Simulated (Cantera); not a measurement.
A perfectly stirred reactor is fed with H₂ : O₂ : N₂ = 1 : 0.735 : 3.9 (molar parts), equivalence ratio 0.68, at 0.330 bar; it is adiabatic with a 548 K inlet, and is followed from long to short residence time, starting on the burning branch (τ in s: 0.054, 0.028, 0.014, 0.0074, 0.0038, 0.002, 0.001, 0.00052, 0.00027, 0.00014, 7.2e-05, 3.7e-05, 1.9e-05).

Detailed kinetics in Cantera: the H2/O2 subset of GRI-Mech 3.0, which has no nitrogen chemistry.

### Question
Predict: blow-out, bracketed by the residence times tried; x(H₂) at τ = 54.0 ms; x(O₂) at τ = 54.0 ms; x(HO₂) at τ = 54.0 ms; x(OH) at τ = 54.0 ms; x(H) at τ = 54.0 ms; x(H₂) at τ = 1.00 ms; x(O₂) at τ = 1.00 ms; x(HO₂) at τ = 1.00 ms; x(OH) at τ = 1.00 ms; x(H) at τ = 1.00 ms.

### Answer
```
Item                                                                            Value
------------------------------------------------  -----------------------------------
blow-out, bracketed by the residence times tried  burning at 0.140 ms, out at 72.0 µs
x(H₂) at τ = 54.0 ms                                                          0.00215
x(O₂) at τ = 54.0 ms                                                           0.0452
x(HO₂) at τ = 54.0 ms                                                         2.13e-6
x(OH) at τ = 54.0 ms                                                          0.00447
x(H) at τ = 54.0 ms                                                          0.000685
x(H₂) at τ = 1.00 ms                                                           0.0142
x(O₂) at τ = 1.00 ms                                                           0.0501
x(HO₂) at τ = 1.00 ms                                                         9.88e-6
x(OH) at τ = 1.00 ms                                                          0.00724
x(H) at τ = 1.00 ms                                                            0.0169
```
